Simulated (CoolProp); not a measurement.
Saturation properties of methane (Tc = 190.6 K, pc = 4.599 MPa, ω = 0.011).

Values from CoolProp's reference Helmholtz-energy equation of state, Setzmann 1991.

| T (K) | p (MPa) | liquid density (kg/m³) | enthalpy of vaporisation (kJ/kg) | liquid viscosity (µPa s) | vapour viscosity (µPa s) | liquid conductivity (mW/(m K)) |
|---|---|---|---|---|---|---|
| 106.2 | 0.06302 | 430.2 | 520.4 | 133 | 4.02 | 191 |
| 111.6 | ___ | 422.5 | ___ | 117 | 4.24 | ___ |
| 117.1 | 0.1551 | 414.3 | 500.5 | ___ | 4.47 | 176 |
| 122.5 | 0.2276 | 406.0 | 489.3 | 93.4 | 4.68 | 168 |
| 128 | 0.3251 | 397.3 | 476.9 | 84.2 | 4.91 | 161 |
| 133.4 | 0.4481 | 388.4 | 463.4 | ___ | ___ | 153 |
| 138.9 | 0.6054 | 378.8 | 448.3 | 69.4 | ___ | 145 |
| 144.3 | 0.7957 | 369.0 | 431.9 | 63.3 | 5.61 | 137 |
| 149.8 | 1.031 | 358.3 | 413.3 | 57.6 | 5.88 | 130 |
| 155.2 | ___ | 347.1 | 392.8 | 52.4 | 6.18 | 122 |

Q: Fill in the missing entries.

A: 
- 111.6, p (MPa): 0.1008
- 111.6, enthalpy of vaporisation (kJ/kg): 511.0
- 111.6, liquid conductivity (mW/(m K)): 184
- 117.1, liquid viscosity (µPa s): 104
- 133.4, liquid viscosity (µPa s): 76.4
- 133.4, vapour viscosity (µPa s): 5.13
- 138.9, vapour viscosity (µPa s): 5.36
- 155.2, p (MPa): 1.306

It boils at 111.7 K under 1 atm.

Viscosity comes from a separate model (Quiñones-Cisneros 2006). Thermal conductivity comes from a separate model (Friend 1989).
